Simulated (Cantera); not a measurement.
A Cantera script and what it prints.

```python
import numpy as np
import cantera as ct

gas_names = """
    H HO2 H2 H2O H2O2 O OH O2 O3 P PH PH3 PO PO2 P2 P4 P4O10
""".split()
cond_names = """
    H2O(s) H2O(L) P(cr) P(L) P4O10(s)
""".split()


def load(file, names, dense=False):
    # The tables refer to 1 bar. Condensed volumes are neglected.
    table = {s.name: s for s in ct.Species.list_from_file(file)}
    out = []
    for n in names:
        d = dict(table[n].input_data)
        d["thermo"] = dict(d["thermo"], **{"reference-pressure": 1e5})
        if dense:
            d["equation-of-state"] = {"model": "constant-volume", "density": "1e6 g/cm^3"}
        out.append(ct.Species.from_dict(d))
    return out


gas = ct.Solution(thermo="ideal-gas", species=load("nasa_gas.yaml", gas_names))
cond = {s.name: ct.Solution(thermo="fixed-stoichiometry", species=[s], name=s.name)
        for s in load("nasa_condensed.yaml", cond_names, dense=True)}
atoms = {
    'PH3': {'P': 1, 'H': 3},
    'O2': {'O': 2},
}
top_T = {'P4O10(s)': 690}  # K; cautious upper limits of use, not melting points


def equilibrate(T, P, feed):
    n = {}
    for name, mol in feed.items():
        for a, k in atoms[name].items():
            n[a] = n.get(a, 0.0) + k * mol
    gas.TPX = T, P, n
    mass = sum(n.values()) * gas.mean_molecular_weight
    gas.equilibrate("TP")
    valid = [c for c in cond.values() if c.min_temp <= T <= top_T.get(c.name, c.max_temp)]
    mix = ct.Mixture([(gas, mass / gas.mean_molecular_weight)] + [(c, 0.0) for c in valid])
    mix.T, mix.P = T, P
    mix.equilibrate("TP", solver="vcs", rtol=1e-11, max_steps=5000)
    return mix


results = []
feed = {'PH3': 1, 'O2': 0.055}  # mol
T = 2823.15  # K
P = 100  # Pa
mix = equilibrate(T, P, feed)
results.append((T, P, feed, dict(zip(mix.species_names, mix.species_moles))))
print(gas.report(threshold=0.0001))
for i in range(1, mix.n_phases):
    print(f"{mix.phase(i).name:16s} {mix.phase_moles(i):12.5e} mol")
```

Output:

```
       temperature   2823.2 K
          pressure   100 Pa
           density   4.1563e-05 kg/m^3
  mean mol. weight   9.756 kg/kmol
   phase of matter   gas

                          1 kg             1 kmol
                     ---------------   ---------------
          enthalpy        2.7684e+07        2.7009e+08  J
   internal energy        2.5278e+07        2.4662e+08  J
           entropy             25269        2.4653e+05  J/K
    Gibbs function       -4.3655e+07        -4.259e+08  J
 heat capacity c_p            2378.3             23203  J/K
 heat capacity c_v            1526.1             14888  J/K

                      mass frac. Y      mole frac. X     chem. pot. / RT
                     ---------------   ---------------   ---------------
                 H          0.071811           0.69503           -15.166
                H2          0.012686           0.06139           -30.332
                 O         0.0017028         0.0010384           -25.979
                OH        0.00025518        0.00014638           -41.144
                 P           0.57983           0.18263           -18.147
                PH          0.001523         0.0004646           -33.312
                PO           0.13841          0.028747           -44.125
                P2           0.19358          0.030487           -36.293
     [   +9 minor]        0.00019656        6.2768e-05

P(L)              0.00000e+00 mol
```

Equilibrium computed with Cantera from the NASA thermochemical tables; the gas is ideal and each condensed phase is pure. Gases not in the tables: HPO2, HPO3 and P4O6.
